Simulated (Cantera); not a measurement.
Charge: 1 mol MgO, 0.014 mol H2, held at 1402 °C and 100000 Pa.

Equilibrium computed with Cantera from the NASA thermochemical tables; the gas is ideal and each condensed phase is pure. Candidate condensed phases: H2O, Mg, MgO, Mg(OH)2; 15 gas species. Rates play no part.

Base state: H2 0.999, H2O 0.000241, Mg 0.000238, H 0.000116 (mole fractions); condensed: MgO(s).

Task: What changes in the equilibrium state with this change: temperature from 1402 °C to 1877 °C?

Result: 
```csv
species,before,after
H2,0.999,0.975
H2O,0.000241,0.0105
Mg,0.000238,0.0103
MgOH,7.47e-8,5.48e-5
MgH,2.91e-6,0.000173
H,0.000116,0.00416
"MgO(s), mol",1.000,1.000
```
The tables' values for MgH are old estimates; treat these amounts as uncertain.
